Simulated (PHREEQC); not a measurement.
Dissolve 0.17 mol CdCl2, 0.0054 mol CuCl2 and 0.0029 mol NaCl per kg of water at 28 °C. Closed to the air; pH follows from the charge balance.

Model: ion-association model, wateq4f.dat, run in PHREEQC.

```json
{
  "pH": "4.97",
  "ionic_strength": "0.193 mol/kgw",
  "activity_of_water": "0.994"
}
```

| species | molality | activity | log γ |
|---|---|---|---|
| Cl- | 0.161 | 0.115 | -0.147 |
| CdCl+ | 0.106 | 0.0794 | -0.127 |
| CdCl2 | 0.0368 | 0.0385 | 0.019 |
| Cd+2 | 0.0230 | 0.00715 | -0.507 |
| Cu+2 | 0.00460 | 0.00152 | -0.482 |
| CdCl3- | 0.00391 | 0.00292 | -0.127 |
| Na+ | 0.00290 | 0.00216 | -0.128 |
| CuCl+ | 0.000754 | 0.000543 | -0.143 |
| CuCl2 | 3.31e-5 | 3.46e-5 | 0.019 |
| H+ | 1.33e-5 | 1.06e-5 | -0.098 |
| Cu2(OH)2+2 | 3.79e-6 | 1.18e-6 | -0.507 |
| CdOHCl | 3.12e-6 | 3.26e-6 | 0.019 |

This is a speciation only: nothing precipitates in the calculation. Saturation is exceeded, for instance for Atacamite; the values hold only as long as no solid forms.
